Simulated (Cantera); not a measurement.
A Cantera script and what it prints.

```python
import numpy as np
import cantera as ct

gas_names = """
    CL CL2 H HCL H2 N NH NH2 NH3 N2 N2H2 N2H4 Si SiCL SiCL2 SiCL3 SiCL4 SiH SiHCL3 SiH2 SiH2CL2 SiH3
    SiH3CL SiH4 SiN Si2 Si2N Si3
""".split()
cond_names = """
    NH4CL(a) NH4CL(b) Si(cr) Si(L) Si3N4(a)
""".split()


# ... load() reads the species with a 1 bar reference pressure and builds the phases ...
atoms = {
    'Si3N4': {'Si': 3, 'N': 4},
    'HCl': {'H': 1, 'CL': 1},
    'H2': {'H': 2},
}
top_T = {'Si3N4(a)': 2400}  # K; cautious upper limits of use, not melting points


# ... equilibrate(T, P, feed) seeds the gas with the atoms and calls Mixture.equilibrate('TP', solver="vcs", rtol=1e-11, max_steps=5000) ...
results = []
feed = {'Si3N4': 1, 'HCl': 51, 'H2': 81}  # mol
P = 6600  # Pa
for T in [848, 898, 948, 998, 1048, 1098, 1148, 1198, 1248, 1298, 1348, 1398, 1448, 1498]:
    mix = equilibrate(T, P, feed)
    results.append((T, P, feed, dict(zip(mix.species_names, mix.species_moles))))

top = {s: max(r[3][s] / sum(r[3][g] for g in gas_names) for r in results) for s in gas_names}
cols = sorted((s for s in top if top[s] > 0.001), key=lambda s: -top[s])[:5]
seen = [c for c in cond_names if any(r[3].get(c, 0) > 1e-12 for r in results)]
print("log10 of partial pressures in bar; condensed amounts in mol")
print(f"{'T/K':>10s}" + "".join(f"{s[:9]:>10s}" for s in cols + seen))
for T, P, feed, n in results:
    ng = sum(n[g] for g in gas_names)
    print(f"{T:10.4g}" + "".join(f"{np.log10(max(n[s] / ng * P / 1e5, 1e-99)):10.3f}" for s in cols)
          + "".join(f"{n.get(c, 0):10.4g}" for c in seen))
```

Output:

```
log10 of partial pressures in bar; condensed amounts in mol
       T/K        H2       HCL     SiCL4        N2     SiCL2  Si3N4(a)
       848    -1.358    -1.707    -2.822    -2.997   -10.014         0
       898    -1.358    -1.706    -2.823    -2.997    -8.985         0
       948    -1.358    -1.706    -2.825    -2.997    -8.067         0
       998    -1.358    -1.706    -2.828    -2.997    -7.244         0
      1048    -1.359    -1.706    -2.832    -2.997    -6.504         0
      1098    -1.359    -1.705    -2.838    -2.997    -5.837         0
      1148    -1.359    -1.705    -2.849    -2.997    -5.234         0
      1198    -1.361    -1.700    -2.878    -3.007    -4.711   0.02319
      1248    -1.362    -1.697    -2.916    -3.011    -4.241   0.02974
      1298    -1.363    -1.695    -2.966    -2.999    -3.821  0.001756
      1348    -1.366    -1.689    -3.069    -3.000    -3.502         0
      1398    -1.370    -1.680    -3.223    -3.001    -3.270         0
      1448    -1.374    -1.672    -3.425    -3.003    -3.114         0
      1498    -1.377    -1.666    -3.662    -3.004    -3.015         0
```

Cantera equilibrium calculation (NASA polynomials, part measured and part estimated; ideal gas, pure solids and liquids). The tables' values for SiCl3 are old estimates; treat these amounts as uncertain.
